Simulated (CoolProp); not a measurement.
The numbers come from the reference Helmholtz-energy equation of state, Guder 2009 in CoolProp.

### Question
For sulfur hexafluoride, give the phase and the cp (kJ/(kg K)), viscosity (µPa s), Prandtl number at 539.1 K and 37.1 kPa; 527.4 K and 10.9 kPa.

### Answer
- 539.1 K and 37.1 kPa: gas; cp 0.903, viscosity 25.3, Prandtl number 0.757
- 527.4 K and 10.9 kPa: gas; cp 0.896, viscosity 24.8, Prandtl number 0.758

Viscosity comes from a separate model (Quiñones-Cisneros 2012). Thermal conductivity comes from a separate model (Assael 2012).
